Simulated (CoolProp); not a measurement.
Vapour-liquid equilibrium of ethylene (1) + 1-butene (2) at -80.25 °C; x and y are mole fractions of (1).

Values from CoolProp's multi-fluid Helmholtz-energy mixture model, Smukala 2000 and Lemmon 2005; pair parameters Bell 2016.

| x | bubble pressure, mixture model (kPa) | bubble pressure, Raoult's law (kPa) | y, mixture model | y, Raoult's law |
|---|---|---|---|---|
| 0.05 | 18.97 | 18.25 | 0.924 | 0.922 |
| 0.15 | 53.34 | 51.76 | 0.975 | 0.975 |
| 0.25 | 87.19 | 85.27 | ? | 0.987 |
| 0.35 | 120.7 | 118.8 | 0.991 | 0.992 |
| 0.45 | ? | 152.3 | ? | 0.995 |
| 0.55 | 186.9 | 185.8 | 0.996 | 0.996 |
| 0.65 | 219.5 | 219.3 | 0.997 | 0.998 |
| 0.75 | ? | 252.8 | 0.998 | 0.999 |
| 0.85 | ? | 286.3 | 0.999 | 0.999 |
| 0.95 | ? | 319.8 | 1.000 | 1.000 |

Task: Fill in the missing entries.

Result: 
- 0.25, y, mixture model: 0.986
- 0.45, bubble pressure, mixture model (kPa): 153.9
- 0.45, y, mixture model: 0.994
- 0.75, bubble pressure, mixture model (kPa): 252.1
- 0.85, bubble pressure, mixture model (kPa): 284.8
- 0.95, bubble pressure, mixture model (kPa): 318.7

The largest gap from Raoult's law is +3.9 % in bubble pressure, at x = 0.05. No azeotrope shows between x = 0.05 and 0.95.

The pair parameters rest on a limited set of measurements; away from them the model extrapolates. The gap from Raoult's law changes sign with composition, which may be real or a fault of the pair parameters; it wasn't checked against measurements.
